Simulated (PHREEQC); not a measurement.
Make-up at 25 °C: 28 mmol/kgw LiNO3, 0.041 mmol/kgw NaBr, 120 mmol/kgw K2SO4 and 4.6 mmol/kgw ZnCl2. Closed to the air; pH follows from the charge balance.

All values are PHREEQC results (ion-association model, wateq4f.dat), not measurements.

**Question.** The ionic strength comes out as 0.327 mol/kgw. What activity coefficients do K+, NO3-, Na+, LiSO4-, SO4-2 get?

**Answer.** K+ 0.67, NO3- 0.65, Na+ 0.72, LiSO4- 0.71, SO4-2 0.24.

No solid was allowed to form.
